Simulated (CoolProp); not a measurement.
Saturation properties of n-perfluorobutane.

Values from CoolProp's reference Helmholtz-energy equation of state, Gao 2022.

```
T (K)     p (kPa)  liquid density (kg/m³)  vapour density (kg/m³)
-----  ----------  ----------------------  ----------------------
302.9       310.4                    1477                   32.93
306.6  (withheld)              (withheld)                   36.80
310.2       386.6              (withheld)                   40.93
313.9       430.2                    1431                   45.57
317.5       476.1              (withheld)                   50.50
321.2       527.0              (withheld)              (withheld)
324.8       580.4                    1382                   61.92
328.5       639.3                    1365                   68.54
332.1       700.9                    1347                   75.60
```

### Question
Fill in the missing entries.

### Answer

- 306.6, p (kPa): 347.4
- 306.6, liquid density (kg/m³): 1462
- 310.2, liquid density (kg/m³): 1447
- 317.5, liquid density (kg/m³): 1415
- 321.2, liquid density (kg/m³): 1399
- 321.2, vapour density (kg/m³): 56.03

It boils at 271.1 K under 1 atm.
